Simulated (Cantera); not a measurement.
Thermodynamics of silicon nitride deposition, feed SiF4 + N2 + H2

Charge: 1 mol SiF4, 0.29 mol N2, a varied amount of H2, held at 1325 K and 10000 Pa.

Cantera equilibrium calculation (NASA polynomials, part measured and part estimated; ideal gas, pure solids and liquids). Candidate condensed phases: Si, Si3N4; 37 gas species. The tables' values for SiF3, SiF2 are old estimates; treat these amounts as uncertain. Rates play no part.

| n(H2) (mol) | x H2 | x SiF4 | x N2 | x HF | x SiHF3 | x SiF3 |
|---|---|---|---|---|---|---|
| 2.1 | 0.614 | 0.288 | 0.0854 | 0.00614 | 0.00340 | 0.00266 |
| 3.1 | 0.701 | 0.222 | 0.0660 | 0.00568 | 0.00323 | 0.00237 |
| 4.5 | 0.772 | 0.167 | 0.0500 | 0.00513 | 0.00297 | 0.00207 |
| 6.5 | 0.830 | 0.124 | 0.0372 | 0.00455 | 0.00266 | 0.00179 |
| 9.4 | 0.875 | 0.0896 | 0.0271 | 0.00396 | 0.00233 | 0.00153 |
| 14 | 0.912 | 0.0620 | 0.0190 | 0.00336 | 0.00199 | 0.00127 |
| 20 | 0.937 | 0.0441 | 0.0136 | 0.00287 | 0.00170 | 0.00107 |
| 29 | 0.955 | 0.0306 | 0.00957 | 0.00242 | 0.00142 | 0.000894 |
| 41 | 0.967 | 0.0216 | 0.00685 | 0.00206 | 0.00120 | 0.000749 |
| 60 | 0.977 | 0.0147 | 0.00473 | 0.00171 | 0.000989 | 0.000614 |
| 87 | 0.984 | 0.00996 | 0.00328 | 0.00142 | 0.000813 | 0.000503 |
x: gas mole fraction; nothing condenses.

From 2.1 mol H2 to 87 mol H2 nothing is condensed. The main Si-bearing gas is SiF4 throughout.
